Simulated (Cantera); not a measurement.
Charge: 1 mol C₆H₆, 1.9 mol O₂, 12 mol N₂, equilibrated at 1252 °C and 1 atm.

Equilibrium computed with Cantera from the NASA thermochemical tables; the gas is ideal and each condensed phase is pure. Equilibrium is a limit: real reactors are often held back by kinetics, nucleation or transport.

```json
[
 {"species": "N₂", "before": "0.638", "after": "0.596"},
 {"species": "CO", "before": "0.202", "after": "0.198"},
 {"species": "H₂", "before": "0.159", "after": "0.102"},
 {"species": "HCN", "before": "0.000401", "after": "0.0452"},
 {"species": "H", "before": "9.38e-6", "after": "0.0429"},
 {"species": "CN", "before": "<1e-9", "after": "0.00187"},
 {"species": "C₂H", "before": "<1e-9", "after": "0.000368"},
 {"species": "C₃", "before": "<1e-9", "after": "0.000179"},
 {"species": "C₂N₂", "before": "3.33e-9", "after": "0.000455"},
 {"species": "C₄H₂", "before": "<1e-9", "after": "0.000123"},
 {"species": "C", "before": "<1e-9", "after": "3.08e-5"},
 {"species": "C(graphite), mol", "before": "2.19", "after": "0.872"}
]
```
Gas species are given as mole fractions.

Question: Name the change that produced these shifts.
A. temperature from 1252 °C to 2525 °C
B. temperature from 1252 °C to 2677 °C
C. 1.2 mol CO₂ added
D. temperature from 1252 °C to 1675 °C

Answer: B, temperature from 1252 °C to 2677 °C
